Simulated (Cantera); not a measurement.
## Premixed flame

A freely propagating, adiabatic, planar premixed flame of H2 : O2 : N2 = 1 : 0.714 : 2.69 (molar parts), equivalence ratio 0.70, unburnt at 650 K and 13300 Pa; mixture-averaged transport, grid criteria slope 0.08 and curve 0.16, no radiation.

Detailed kinetics in Cantera: the H2/O2 subset of GRI-Mech 3.0, which has no nitrogen chemistry. Burning velocities carry a grid error of a few per cent, more on coarse grids.

```json
[
 {"z (mm)": "-20.8", "T (K)": "650", "u (m/s)": "5.94", "x H2": "0.227", "x O2": "0.162", "x HO2": "<1e-8", "x H2O": "<1e-8", "x O": "<1e-8", "x OH": "<1e-8"},
 {"z (mm)": "-13.8", "T (K)": "650", "u (m/s)": "5.94", "x H2": "0.227", "x O2": "0.162", "x HO2": "<1e-8", "x H2O": "<1e-8", "x O": "<1e-8", "x OH": "<1e-8"},
 {"z (mm)": "-10.4", "T (K)": "650", "u (m/s)": "5.94", "x H2": "0.227", "x O2": "0.162", "x HO2": "<1e-8", "x H2O": "<1e-8", "x O": "<1e-8", "x OH": "<1e-8"},
 {"z (mm)": "-6.92", "T (K)": "650", "u (m/s)": "5.94", "x H2": "0.227", "x O2": "0.162", "x HO2": "5.42e-7", "x H2O": "6.23e-8", "x O": "<1e-8", "x OH": "<1e-8"},
 {"z (mm)": "-3.46", "T (K)": "657", "u (m/s)": "5.99", "x H2": "0.226", "x O2": "0.162", "x HO2": "4.39e-5", "x H2O": "0.000528", "x O": "1.17e-5", "x OH": "2.45e-5"},
 {"z (mm)": "-1.73", "T (K)": "761", "u (m/s)": "6.88", "x H2": "0.204", "x O2": "0.158", "x HO2": "3.26e-5", "x H2O": "0.0114", "x O": "0.000384", "x OH": "0.000306"},
 {"z (mm)": "0", "T (K)": "1101", "u (m/s)": "9.67", "x H2": "0.0920", "x O2": "0.116", "x HO2": "1.66e-5", "x H2O": "0.0979", "x O": "0.00819", "x OH": "0.00332"},
 {"z (mm)": "1.73", "T (K)": "1354", "u (m/s)": "11.7", "x H2": "0.0277", "x O2": "0.0724", "x HO2": "8.82e-6", "x H2O": "0.172", "x O": "0.0179", "x OH": "0.00783"},
 {"z (mm)": "3.46", "T (K)": "1471", "u (m/s)": "12.7", "x H2": "0.0243", "x O2": "0.0667", "x HO2": "6.91e-6", "x H2O": "0.182", "x O": "0.0186", "x OH": "0.0101"},
 {"z (mm)": "6.92", "T (K)": "1607", "u (m/s)": "13.7", "x H2": "0.0238", "x O2": "0.0636", "x HO2": "5.39e-6", "x H2O": "0.190", "x O": "0.0173", "x OH": "0.0126"},
 {"z (mm)": "13.8", "T (K)": "1752", "u (m/s)": "14.8", "x H2": "0.0219", "x O2": "0.0607", "x HO2": "4.09e-6", "x H2O": "0.200", "x O": "0.0149", "x OH": "0.0149"},
 {"z (mm)": "27.7", "T (K)": "1896", "u (m/s)": "15.8", "x H2": "0.0184", "x O2": "0.0581", "x HO2": "2.98e-6", "x H2O": "0.211", "x O": "0.0116", "x OH": "0.0163"},
 {"z (mm)": "55.4", "T (K)": "2028", "u (m/s)": "16.8", "x H2": "0.0138", "x O2": "0.0561", "x HO2": "2.15e-6", "x H2O": "0.222", "x O": "0.00806", "x OH": "0.0161"}
]
```
x: mole fraction of selected species; z is measured from the peak of heat release.

```
Item                         Value
------------------------  --------
laminar burning velocity  594 cm/s
thermal thickness          6.92 mm
peak x(HO2)                4.41e-5
peak x(O)                   0.0187
peak x(OH)                  0.0164
grid points                    124
```
